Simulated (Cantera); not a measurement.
# Thermodynamics of abatement and gas-phase synthesis, feed N2O + H2O + N2

A closed system holds: 1 mol N2O, 0.18 mol H2O, 18 mol N2, held at 2198.15 K.

Cantera equilibrium calculation (NASA polynomials, part measured and part estimated; ideal gas, pure solids and liquids). Candidate condensed phases: H2O; 24 gas species. The ideal-gas law is rough above about 30 bar. Kinetics and transport are ignored.

```json
[
 {"P (Pa)": "10", "x N2": "0.939", "x O": "0.0291", "x O2": "0.0118", "x H": "0.0136"},
 {"P (Pa)": "52", "x N2": "0.949", "x O": "0.0153", "x O2": "0.0171", "x H": "0.00778"},
 {"P (Pa)": "280", "x N2": "0.957", "x O": "0.00714", "x O2": "0.0200", "x H": "0.00300"},
 {"P (Pa)": "1400", "x N2": "0.960", "x O": "0.00330", "x O2": "0.0214", "x H": "0.00101"},
 {"P (Pa)": "7600", "x N2": "0.962", "x O": "0.00144", "x O2": "0.0222", "x H": "0.000300"},
 {"P (Pa)": "40000", "x N2": "0.962", "x O": "0.000635", "x O2": "0.0226", "x H": "8.84e-5"},
 {"P (Pa)": "210000", "x N2": "0.963", "x O": "0.000279", "x O2": "0.0228", "x H": "2.58e-5"},
 {"P (Pa)": "1100000", "x N2": "0.963", "x O": "0.000122", "x O2": "0.0229", "x H": "7.51e-6"},
 {"P (Pa)": "5700000", "x N2": "0.963", "x O": "5.37e-5", "x O2": "0.0230", "x H": "2.20e-6"},
 {"P (Pa)": "30000000", "x N2": "0.963", "x O": "2.34e-5", "x O2": "0.0230", "x H": "6.34e-7"}
]
```
x: gas mole fraction; nothing condenses.

From 0.0750 Torr to 225000 Torr nothing is condensed.
